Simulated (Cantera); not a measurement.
Input: 1 mol CF₄, a varied amount of H₂, equilibrated at 2198 K and 5.70 mbar.

Points: n(H2) (mol) = 0.099, 0.14, 0.21, 0.31, 0.45, 0.66, 0.96, 1.4, 2, 3, 4.4, 6.4, 9.3.

Cantera's Mixture.equilibrate('TP', solver="vcs", rtol=1e-11, max_steps=5000) on the NASA tables stopped like this:

```
ERROR: FAILURE its = 5001!

*******************************************************************************
CanteraError thrown by MultiPhase::equilibrate:
VCS solver failed. Return code: -1
*******************************************************************************
```

Problem. What got this run through?

Solution. One answer among several that fit: The failure is numerical, not chemical. The same input converged with solver="gibbs", rtol=1e-10, max_steps=50000, and the result passed a check of the equilibrium conditions:
```
log10 of partial pressures in bar; condensed amounts in mol
     n(H2)        HF        H2       CF4         F       CF2         H       CF3        CF C2H2,acet     C(gr)
     0.099    -3.192   -11.545    -2.702    -2.742    -2.927    -8.027    -4.170    -5.229   -15.217         0
      0.14    -3.057   -11.216    -2.741    -2.772    -2.906    -7.862    -4.179    -5.179   -14.728         0
      0.21    -2.907   -10.816    -2.810    -2.821    -2.876    -7.662    -4.199    -5.099   -14.069         0
      0.31    -2.772   -10.406    -2.915    -2.892    -2.841    -7.457    -4.234    -4.994   -13.308         0
      0.45    -2.653   -10.020    -3.059    -2.966    -2.836    -7.264    -4.303    -4.915   -12.616    0.0305
      0.66    -2.540    -9.708    -3.230    -3.008    -2.922    -7.108    -4.432    -4.957   -12.304    0.1601
      0.96    -2.440    -9.372    -3.500    -3.076    -3.057    -6.940    -4.634    -5.025   -11.968    0.3523
       1.4    -2.345    -8.909    -4.049    -3.213    -3.331    -6.709    -5.046    -5.162   -11.505    0.6457
         2    -2.246    -5.507   -10.457    -4.815    -6.535    -5.008    -9.852    -6.764    -8.103    0.9997
         3    -2.348    -2.987   -15.903    -6.177    -9.259    -3.748   -13.937    -8.126    -5.583    0.9953
       4.4    -2.458    -2.707   -16.903    -6.427    -9.758    -3.608   -14.686    -8.376    -5.303    0.9885
       6.4    -2.578    -2.560   -17.677    -6.620   -10.145    -3.534   -15.267    -8.569    -5.156    0.9787
       9.3    -2.708    -2.468   -18.381    -6.796   -10.497    -3.488   -15.795    -8.745    -5.064    0.9645
```

The gas is ideal and each condensed phase is pure. Gases not in the tables: C2F6 and larger saturated fluorocarbons.
